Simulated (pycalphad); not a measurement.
All values are pycalphad results on the COST 507 light-alloy database (1999) (1 atm), not direct measurements. The data set is of 1999 and partly superseded. Phase fractions are per mole of atoms.

Task: Give the equilibrium state of Al-2.49Mn-3.22Si (at.%) at 457 °C.

Result: fcc, fraction 0.847, with 0.01 Mn, 0.49 Si at.%; ALMNSI_ALPHA, fraction 0.143, with 17.4 Mn, 12.5 Si at.%; diamond (Si), fraction 0.010, with no Mn, >99.99 Si at.%.

Task: Give the equilibrium state of Al-2.49Mn-3.22Si (at.%) at 697 °C.

Result: 
```
T = 970.00 K, P = 101325 Pa, N = 1 mol of atoms
G = -43046 J/mol, H = 27517 J/mol, S = 72.75 J/(mol K)  (SER reference)
chemical potentials (J/mol): Al -40811, Mn -119047, Si -49735
phase             fraction      x(Al)      x(Mn)      x(Si)
LIQUID              0.9352     0.9582     0.0146     0.0272
ALMNSI_ALPHA        0.0648     0.7223     0.1739     0.1038
```

Database names, with the compositions (at.%) that they take in these runs: ALMNSI_ALPHA: Al 70-72 Mn 17 Si 10-13. An entry "none" or "no" means that the model of the phase leaves that element out.
